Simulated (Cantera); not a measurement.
An isothermal, constant-pressure homogeneous reactor starts with 0.530 % CH₂O, 3.18 % O₂, 96.3 % N₂, at 948 K and 13.0 bar.

Model: GRI-Mech 3.0 (53 species, 325 reactions), integrated in Cantera. The pressure lies above the range GRI-Mech 3.0 was tuned for (to about 10 atm). Below about 1000 K GRI-Mech 3.0 lacks low-temperature oxidation paths.

x: mole fraction; the columns are a selection and need not sum to one.

```
t (s)       x CH₂O    x O₂        x OH    x HO₂   x CH₂     x HCO       x O
--------  --------  ------  ----------  -------  ------  --------  --------
3.00e-6    0.00530  0.0318      <1e-12  9.97e-9  <1e-12  2.97e-11    <1e-12
9.16e-6    0.00530  0.0318      <1e-12  3.05e-8  <1e-12  3.23e-11    <1e-12
2.80e-5    0.00530  0.0318      <1e-12  9.33e-8  <1e-12  4.04e-11    <1e-12
8.54e-5    0.00530  0.0318    4.10e-12  2.85e-7  <1e-12  6.57e-11    <1e-12
0.000261   0.00529  0.0318    3.34e-11  8.83e-7  <1e-12  1.48e-10  1.79e-12
0.000795   0.00528  0.0318    3.14e-10  2.94e-6  <1e-12  4.69e-10  5.71e-12
0.00243    0.00516  0.0317  (withheld)  1.08e-5  <1e-12   2.08e-9  2.62e-11
0.00741    0.00354  0.0305  (withheld)  3.14e-5  <1e-12   8.71e-9  1.93e-10
0.0226     1.22e-8  0.0286  (withheld)  1.08e-5  <1e-12  2.28e-12   2.45e-8
0.0691    3.40e-12  0.0283  (withheld)  2.35e-6  <1e-12    <1e-12   7.18e-9
0.211       <1e-12  0.0282  (withheld)  7.73e-7  <1e-12    <1e-12   2.21e-9
0.644       <1e-12  0.0281  (withheld)  4.81e-7  <1e-12    <1e-12   1.36e-9
1.97        <1e-12  0.0279  (withheld)  4.14e-7  <1e-12    <1e-12   1.17e-9
6.00        <1e-12  0.0275  (withheld)  3.21e-7  <1e-12    <1e-12  8.71e-10
```

Task: Some entries are withheld; supply them.

Result: 
- 0.00243, x OH: 3.44e-9
- 0.00741, x OH: 4.08e-8
- 0.0226, x OH: 2.89e-7
- 0.0691, x OH: 2.14e-8
- 0.211, x OH: 3.72e-9
- 0.644, x OH: 1.96e-9
- 1.97, x OH: 1.70e-9
- 6.00, x OH: 1.39e-9
